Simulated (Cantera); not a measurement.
Cantera run:

```python
import numpy as np
import cantera as ct

gas_names = """
    CL CL2 H HCL H2 N NH NH2 NH3 N2 N2H2 N2H4 Si SiCL SiCL2 SiCL3 SiCL4 SiH SiHCL3 SiH2 SiH2CL2 SiH3
    SiH3CL SiH4 SiN Si2 Si2N Si3
""".split()
cond_names = """
    NH4CL(a) NH4CL(b) Si(cr) Si(L) Si3N4(a)
""".split()


# ... load() reads the species with a 1 bar reference pressure and builds the phases ...
atoms = {
    'SiHCl3': {'Si': 1, 'H': 1, 'CL': 3},
    'N2': {'N': 2},
    'NH3': {'N': 1, 'H': 3},
}
top_T = {'Si3N4(a)': 2400}  # K; cautious upper limits of use, not melting points


# ... equilibrate(T, P, feed) seeds the gas with the atoms and calls Mixture.equilibrate('TP', solver="vcs", rtol=1e-11, max_steps=5000) ...
results = []
feed = {'SiHCl3': 1, 'N2': 1, 'NH3': 22}  # mol
P = 7.9  # Pa
for T in [1598, 1648, 1698, 1748, 1798, 1848, 1898, 1948, 1998]:
    mix = equilibrate(T, P, feed)
    results.append((T, P, feed, dict(zip(mix.species_names, mix.species_moles))))

top = {s: max(r[3][s] / sum(r[3][g] for g in gas_names) for r in results) for s in gas_names}
cols = sorted((s for s in top if top[s] > 1e-06), key=lambda s: -top[s])[:5]
seen = [c for c in cond_names if any(r[3].get(c, 0) > 1e-12 for r in results)]
print("log10 of partial pressures in bar; condensed amounts in mol")
print(f"{'T/K':>10s}" + "".join(f"{s[:9]:>10s}" for s in cols + seen))
for T, P, feed, n in results:
    ng = sum(n[g] for g in gas_names)
    print(f"{T:10.4g}" + "".join(f"{np.log10(max(n[s] / ng * P / 1e5, 1e-99)):10.3f}" for s in cols)
          + "".join(f"{n.get(c, 0):10.4g}" for c in seen))
```

Result:

```
log10 of partial pressures in bar; condensed amounts in mol
       T/K        H2        N2         H       HCL        Si    Si(cr)     Si(L)
      1598    -4.266    -4.697    -6.407    -5.461    -7.029    0.4775         0
      1648    -4.269    -4.699    -6.185    -5.467    -6.589     0.363         0
      1698    -4.274    -4.702    -5.977    -5.475    -6.183         0    0.1008
      1748    -4.281    -4.706    -5.782    -5.440    -6.006         0         0
      1798    -4.290    -4.710    -5.599    -5.404    -5.926         0         0
      1848    -4.301    -4.714    -5.426    -5.385    -5.876         0         0
      1898    -4.315    -4.720    -5.264    -5.382    -5.848         0         0
      1948    -4.333    -4.727    -5.113    -5.394    -5.835         0         0
      1998    -4.357    -4.736    -4.973    -5.418    -5.834         0         0
```

These are equilibrium values from Cantera (NASA tables, ideal gas, pure condensed phases), not measurements of a reactor. The tables' values for SiCl, SiN are old estimates; treat these amounts as uncertain.
